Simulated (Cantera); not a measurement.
Input: 1 mol B, 1.2 mol NH3, equilibrated at 1450 K and 1.33 mbar.

These are equilibrium values from Cantera (NASA tables, ideal gas, pure condensed phases), not measurements of a reactor. Candidate condensed phases: B, BN; 15 gas species. The numbers say what is thermodynamically allowed, not how fast it happens.

Base state: H2 0.947, N2 0.0526, H 0.000252 (mole fractions); condensed: BN(s).

Q: What changes in the equilibrium state with this change: NH3 from 1.2 to 0.14 mol?

A: 
```json
[
 {"species": "H2", "before": "0.947", "after": "1.000"},
 {"species": "H", "before": "0.000252", "after": "0.000259"},
 {"species": "N2", "before": "0.0526", "after": "1.03e-6"},
 {"species": "BN(s), mol", "before": "1.00", "after": "0.140"},
 {"species": "B(s), mol", "before": "0", "after": "0.860"}
]
```
Mutual solubility and eutectic melting of coexisting phases are not modelled.

Q: What changes in the equilibrium state with this change: NH3 from 1.2 to 0.64 mol?

A: 
```
species       before     after
----------  --------  --------
H2             0.947     1.000
H           0.000252  0.000259
N2            0.0526   1.03e-6
BN(s), mol      1.00     0.640
B(s), mol          0     0.360
```
Mutual solubility and eutectic melting of coexisting phases are not modelled.
